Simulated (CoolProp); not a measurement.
100 sccm (0 °C, 1 atm) of nitrogen bubbles through liquid methanol at 273.6 K and leaves saturated at a total pressure of 0.0414 MPa (ideal gas phase). Each further row changes one setting.

The numbers come from the reference Helmholtz-energy equation of state, de Reuck 1993 in CoolProp.

| case | vapour pressure (kPa) | mole fraction of vapour | delivery (mg/min) | delivery (sccm) | change of delivery for a bath 1 K warmer (%) |
|---|---|---|---|---|---|
| as stated | 4.17 | (withheld) | 16.0 | (withheld) | (withheld) |
| bath temperature 278.6 K | (withheld) | 0.137 | 22.7 | 15.9 | (withheld) |
| total pressure 0.0828 MPa | 4.17 | 0.0504 | (withheld) | (withheld) | (withheld) |

Task: Complete the blanks.

Result: 
- as stated, mole fraction of vapour: 0.101
- as stated, delivery (sccm): 11.2
- as stated, change of delivery for a bath 1 K warmer (%): 7.2
- bath temperature 278.6 K, vapour pressure (kPa): 5.68
- bath temperature 278.6 K, change of delivery for a bath 1 K warmer (%): 7.3
- total pressure 0.0828 MPa, delivery (mg/min): 7.59
- total pressure 0.0828 MPa, delivery (sccm): 5.31
- total pressure 0.0828 MPa, change of delivery for a bath 1 K warmer (%): 6.8
